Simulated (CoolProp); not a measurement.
A Linde-Hampson liquefier for methane: isothermal reversible compression at 290 K from 1 atm to 30 MPa, throttling to 1 atm, return gas leaving the recuperator 5 K below the feed. Each further row changes one setting.

Values from CoolProp's reference Helmholtz-energy equation of state, Setzmann 1991.

```
case                        liquid yield per pass  compression work (kJ/kg of gas)
--------------------------  ---------------------  -------------------------------
as stated                                   0.246                              798
high pressure 60 MPa                        0.252                              912
warm-end temperature 320 K                  0.190                              903
warm-end gap 10 K                           0.237                              798
```
